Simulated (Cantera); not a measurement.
Input (Python, Cantera):

```python
import numpy as np
import cantera as ct

gas = ct.Solution("gri30.yaml")
gas.TPX = 2200, 2800, {'NO': 1, 'N2': 7.3}
reactor = ct.IdealGasConstPressureReactor(gas, energy="off", clone=False)
net = ct.ReactorNet([reactor])
net.rtol, net.atol = 1e-08, 1e-18
show = ['NO', 'NO2', 'O2', 'N2O', 'N2']
times = np.geomspace(0.0003, 40, 12)

steps = ct.SolutionArray(gas, extra=["t"])
rows = []
print(f"{'t/s':>10s}{'T/K':>9s}{'P/Pa':>11s}" + "".join(f"{s:>11s}" for s in show))
for t in times:
    while net.time < t:
        t_next = net.step()
        steps.append(gas.state, t=t_next)
    rows.append([np.interp(t, steps.t, y) for y in (steps.T, steps.P, *steps(*show).X.T)])
    print(f"{t:10.3e}{rows[-1][0]:9.1f}{rows[-1][1]:11.4g}" + "".join(f"{x:11.3e}" for x in rows[-1][2:]))
rate = np.gradient(steps.T, steps.t)
print("integrator steps:", len(steps.t))
if steps.T.max() > steps.T[0] + 200:
    print(f"time of steepest temperature rise: {steps.t[rate.argmax()]:.4e} s")
gas.TPX = 2200, 2800, {'NO': 1, 'N2': 7.3}
gas.equilibrate("TP")
print(f"equilibrium (TP): T = {gas.T:.1f} K  " + "  ".join(f"{s} {gas[s].X[0]:.3e}" for s in show))
```

Output:

```
       t/s      T/K       P/Pa         NO        NO2         O2        N2O         N2
 3.000e-04   2200.0       2800  1.205e-01  4.019e-10  1.000e-09  5.125e-07  8.795e-01
 8.771e-04   2200.0       2800  1.205e-01  2.727e-09  8.889e-09  1.404e-06  8.795e-01
 2.564e-03   2200.0       2800  1.205e-01  1.451e-08  8.368e-08  3.423e-06  8.795e-01
 7.496e-03   2200.0       2800  1.205e-01  6.258e-08  8.538e-07  6.302e-06  8.795e-01
 2.191e-02   2200.0       2800  1.204e-01  2.280e-07  8.823e-06  7.553e-06  8.795e-01
 6.407e-02   2200.0       2800  1.201e-01  6.937e-07  8.345e-05  7.383e-06  8.796e-01
 1.873e-01   2200.0       2800  1.184e-01  1.792e-06  7.073e-04  6.773e-06  8.803e-01
 5.476e-01   2200.0       2800  1.094e-01  3.702e-06  4.853e-03  5.218e-06  8.845e-01
 1.601e+00   2200.0       2800  7.186e-02  5.059e-06  2.300e-02  1.951e-06  9.027e-01
 4.680e+00   2200.0       2800  1.557e-02  1.628e-06  5.054e-02  1.321e-07  9.303e-01
 1.368e+01   2200.0       2800  7.064e-03  7.669e-07  5.469e-02  7.148e-08  9.344e-01
 4.000e+01   2200.0       2800  7.044e-03  7.648e-07  5.470e-02  7.140e-08  9.345e-01
integrator steps: 876
equilibrium (TP): T = 2200.0 K  NO 7.044e-03  NO2 7.648e-07  O2 5.470e-02  N2O 7.140e-08  N2 9.345e-01
```

Cantera simulation using GRI-Mech 3.0 (53 species, 325 reactions); the numbers are that mechanism's predictions, not measurements. Radical loss at walls, strong at low pressure, is not modelled.
